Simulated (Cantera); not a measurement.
Input: 1 mol Si3N4, 0.0039 mol C, 7.7 mol H2, at 1977 °C and 0.0143 Torr.

Cantera equilibrium calculation (NASA polynomials, part measured and part estimated; ideal gas, pure solids and liquids). Candidate condensed phases: C, C6H6, C7H8, C8H18, Si, SiC, Si3N4; 105 gas species. The tables' values for SiN are old estimates; treat these amounts as uncertain. Rates play no part.

Base state: H 0.600, Si 0.165, H2 0.124, N2 0.110, HCN 0.000124, SiH 0.000102, SiN 3.66e-5, CN 2.34e-5 (mole fractions); condensed: gas only.

Problem. What changes in the equilibrium state with this change: C from 0.0039 to 0.52 mol?

Solution. 
| species | before | after |
|---|---|---|
| H | 0.600 | 0.598 |
| Si | 0.165 | 0.153 |
| H2 | 0.124 | 0.123 |
| SiC2 | 1.73e-5 | 0.0114 |
| HCN | 0.000124 | 0.00327 |
| N2 | 0.110 | 0.108 |
| C3 | 9.34e-9 | 0.000176 |
| C2 | 2.73e-8 | 1.94e-5 |
| C2H | 7.23e-8 | 5.11e-5 |
| C2H2 (acetylene) | 3.77e-7 | 0.000266 |

Problem. What changes in the equilibrium state with this change: Si3N4 replaced by MgO?

Solution. 
```csv
species,before,after
H,0.600,0.695
H2,0.124,0.166
Mg,0,0.0700
Si,0.165,0
N2,0.110,0
O,0,0.0349
H2O,0,0.0193
OH,0,0.0121
O2,0,0.00170
CO,0,0.000268
HCN,0.000124,0
SiH,0.000102,0
```
Further candidate phases: H2O, Mg, MgCO3, MgO, Mg(OH)2.

Problem. What changes in the equilibrium state with this change: temperature from 1977 °C to 2800 °C?

Solution. 
```tsv
species	before	after
H	0.600	0.754
Si	0.165	0.147
N2	0.110	0.0972
H2	0.124	0.000279
SiC2	1.73e-5	<1e-9
Si2C	1.47e-5	<1e-9
HCN	0.000124	4.01e-8
```
